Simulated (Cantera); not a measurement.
A perfectly stirred reactor is fed with CH4 : O2 : N2 = 1 : 2.17 : 8.17 (molar parts), equivalence ratio 0.92, at 10.0 bar; it is adiabatic with a 500 K inlet, and is followed from long to short residence time, starting on the burning branch (τ in s: 0.49, 0.16, 0.052, 0.017, 0.0055, 0.0018, 0.00059, 0.00019, 6.3e-05, 2.1e-05, 6.7e-06).

Cantera simulation using GRI-Mech 3.0 (53 species, 325 reactions); the numbers are that mechanism's predictions, not measurements.

One state of this run: T (K) = 2306; x CH4 = 8.60e-6; x O2 = 0.0160; x H2O = 0.173; x CH2CO = 3.53e-9; x NO = 0.000847; x C2H6 = 6.53e-11. x: mole fraction; the columns are a selection and need not sum to one.

### Question
Which value of τ (s) does it belong to?
A. 0.0018
B. 0.052
C. 0.16
D. 0.0055

### Answer
D, 0.0055
